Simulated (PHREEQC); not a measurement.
# Polishing slurry liquid: an equilibrium model

A solution holds 0.05 mol HNO3, 7.3e-05 mol H4SiO4 and 3.4e-05 mol H3BO3 per kg of water, at 25 °C. Closed to the air; pH follows from the charge balance.

The numbers come from PHREEQC with the ion-association model, wateq4f.dat.

Each row changes one thing in this solution. This is a speciation only: nothing precipitates in the calculation.

```csv
case,pH,ionic strength (mol/kgw)
as made,1.37,0.0500
H4SiO4 left out,1.37,0.0500
H3BO3 left out,1.37,0.0500
0.0039 mol/kgw HBr added,1.34,___
HNO3 left out,6.70,___
H3BO3 from 3.4e-05 to 6.8e-05 mol/kgw,1.37,0.0500
0.016 mol/kgw KCl added,___,0.0660
0.01 mol/kgw Ca(OH)2 added,___,0.0600
diluted 5-fold with water,2.04,0.0100
```

Task: Fill in the missing entries.

Result: 
- 0.0039 mol/kgw HBr added, ionic strength (mol/kgw): 0.0539
- HNO3 left out, ionic strength (mol/kgw): 2.01e-7
- 0.016 mol/kgw KCl added, pH: 1.38
- 0.01 mol/kgw Ca(OH)2 added, pH: 1.59
